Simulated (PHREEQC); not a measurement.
# Metal-bearing waste water: speciation

A solution holds 22 mmol/kgw CdCl2, 4.6 mmol/kgw CuCl2 and 46 mmol/kgw H2SO4, at 40 °C and 50 atm. Closed to the air; pH follows from the charge balance.

Computed with PHREEQC (ion-association model, phreeqc.dat).

Each row changes one thing in this solution. Precipitation was switched off in this run.

```json
[
 {"case": "as made", "pH": "1.30", "ionic strength (mol/kgw)": "0.115", "Cl- (mol/kgw)": "0.0404", "HSO4- (mol/kgw)": "0.0311", "SO4-2 (mol/kgw)": "0.0106", "Cu+2 (mol/kgw)": "0.00335"},
 {"case": "diluted 10-fold with water", "pH": "2.17", "ionic strength (mol/kgw)": "0.0160", "Cl- (mol/kgw)": "0.00489", "HSO4- (mol/kgw)": "0.00158", "SO4-2 (mol/kgw)": "0.00257", "Cu+2 (mol/kgw)": "0.000377"},
 {"case": "temperature from 40 to 35 °C", "pH": "1.30", "ionic strength (mol/kgw)": "0.117", "Cl- (mol/kgw)": "0.0406", "HSO4- (mol/kgw)": "0.0301", "SO4-2 (mol/kgw)": "0.0113", "Cu+2 (mol/kgw)": "0.00336"},
 {"case": "temperature from 40 to 50 °C", "pH": "1.32", "ionic strength (mol/kgw)": "0.112", "Cl- (mol/kgw)": "0.0400", "HSO4- (mol/kgw)": "0.0331", "SO4-2 (mol/kgw)": "0.00910", "Cu+2 (mol/kgw)": "0.00332"},
 {"case": "H2SO4 from 0.046 to 0.023 mol/kgw", "pH": "1.56", "ionic strength (mol/kgw)": "0.0850", "Cl- (mol/kgw)": "0.0395", "HSO4- (mol/kgw)": "0.0126", "SO4-2 (mol/kgw)": "0.00707", "Cu+2 (mol/kgw)": "0.00347"},
 {"case": "0.016 mol/kgw KOH added", "pH": "1.41", "ionic strength (mol/kgw)": "0.118", "Cl- (mol/kgw)": "0.0407", "HSO4- (mol/kgw)": "0.0282", "SO4-2 (mol/kgw)": "0.0123", "Cu+2 (mol/kgw)": "0.00326"},
 {"case": "CdCl2 replaced by FeCl2 at the same molality", "pH": "1.30", "ionic strength (mol/kgw)": "0.131", "Cl- (mol/kgw)": "0.0524", "HSO4- (mol/kgw)": "0.0288", "SO4-2 (mol/kgw)": "0.0101", "Cu+2 (mol/kgw)": "0.00338"}
]
```

Complexes and solids missing from the database can't appear. Under pressure, the constants of complexes without a molar volume in the database are unreliable. At this temperature some constants are extrapolated from 25 °C, and those without enthalpy data are left unchanged.
